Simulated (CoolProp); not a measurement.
Vapour-liquid equilibrium of propane (1) + R227EA (2) at -39.65 °C; x and y are mole fractions of (1).

Model: multi-fluid Helmholtz-energy mixture model, Lemmon 2009 and Lemmon 2016; pair parameters Bell 2016, in CoolProp.

| x | bubble pressure, mixture model (bar) | bubble pressure, Raoult's law (bar) | y, mixture model | y, Raoult's law |
|---|---|---|---|---|
| 0.05 | 0.5402 | 0.3676 | 0.415 | 0.153 |
| 0.2 | 0.9405 | 0.4877 | 0.697 | 0.463 |
| 0.35 | 1.099 | 0.6078 | 0.760 | 0.650 |
| 0.5 | 1.150 | 0.7278 | 0.781 | 0.775 |
| 0.65 | 1.170 | 0.8479 | 0.795 | 0.865 |
| 0.8 | 1.187 | 0.9680 | 0.825 | 0.932 |
| 0.95 | 1.166 | 1.088 | 0.925 | 0.985 |

The largest gap from Raoult's law is +92.8 % in bubble pressure, at x = 0.2. y crosses x between x = 0.8 and 0.95: the model has an azeotrope there.

Pair parameters are fitted to limited data, so mixtures are less certain than the pure fluids. With so large a gap from Raoult's law the liquid may split in two, which this calculation doesn't test in full.
